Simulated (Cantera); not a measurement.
An adiabatic, constant-volume homogeneous reactor starts with 10.3 % CH4, 15.8 % O2, 58.5 % N2, 15.4 % H2O, equivalence ratio 1.3, at 1525 K and 0.987 atm.

Model: GRI-Mech 3.0 (53 species, 325 reactions), integrated in Cantera.

### Question
Predict: time of steepest temperature rise; temperature at 2.00 s; equilibrium temperature; x(O2) at 2.00 s; x(H2O) at 2.00 s; x(N2O) at 2.00 s; x(OH) at 2.00 s; x(NO) at 2.00 s.

### Answer
time of steepest temperature rise: 1.32 ms
temperature at 2.00 s: 2775 K
equilibrium temperature: 2775 K
x(O2) at 2.00 s: 0.00519 (gas-phase equilibrium 0.00519)
x(H2O) at 2.00 s: 0.267 (gas-phase equilibrium 0.267)
x(N2O) at 2.00 s: 3.02e-7 (gas-phase equilibrium 3.02e-7)
x(OH) at 2.00 s: 0.0172 (gas-phase equilibrium 0.0172)
x(NO) at 2.00 s: 0.00465 (gas-phase equilibrium 0.00465)
